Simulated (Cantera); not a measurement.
Fluorocarbon and chlorocarbon gases: CHF3 + H2

Input: 1 mol CHF3, 0.17 mol H2, held at 0.290 bar.

Method: chemical equilibrium by Gibbs-energy minimisation in Cantera with the NASA 1993 tables (ideal gas, pure condensed phases). Candidate condensed phases: C, C6H6, C7H8, C8H18; 110 gas species. Ions and electrons are included (thermal ionisation). The tables' values for C2F4 are old estimates; treat these amounts as uncertain. Gases not in the tables: C2F6 and larger saturated fluorocarbons. Equilibrium is a limit: real reactors are often held back by kinetics, nucleation or transport.

```
T (°C)    x HF     x F       x H       x C     x CF2     x CF4     x CF      x C3      x C2  n C(graphite)
------  ------  ------  --------  --------  --------  --------  -------  --------  --------  -------------
2227     0.655  0.0716   4.17e-5   5.74e-7     0.169    0.0926  0.00234   1.71e-6   1.58e-7          0.440
2727     0.515   0.294  0.000933  0.000175     0.151  0.000994   0.0340   0.00108  0.000109          0.501
3227     0.401   0.395    0.0165   0.00827    0.0264   1.80e-6   0.0887    0.0530   0.00736              0
3727     0.242   0.483     0.106    0.0496   0.00225   4.87e-9   0.0588    0.0359    0.0191              0
4227    0.0714   0.538     0.210     0.129  0.000194  2.60e-11   0.0261   0.00715    0.0167              0
4727    0.0169   0.555     0.241     0.172   1.50e-5    <1e-12  0.00793  0.000465   0.00573              0
```
x: gas mole fraction; n: condensed amount in mol.

From 2227 °C to 2727 °C the condensed part is C(graphite). From 3227 °C to 4727 °C nothing is condensed. The main C-bearing gas is CF2 at 2227 °C and C at 4727 °C.
